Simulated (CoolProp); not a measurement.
Model: reference Helmholtz-energy equation of state, Marx 1992, in CoolProp.

Q: Give the vapour pressure (kPa), liquid cp (kJ/(kg K)), vapour Z of saturated R113 at 354.3, 389.6, 404.7 K.

A: 
```tsv
T (K)	p (kPa)	liquid cp (kJ/(kg K))	vapour Z
354.3	273	0.979	0.916
389.6	631	1.03	0.848
404.7	861	1.06	0.810
```
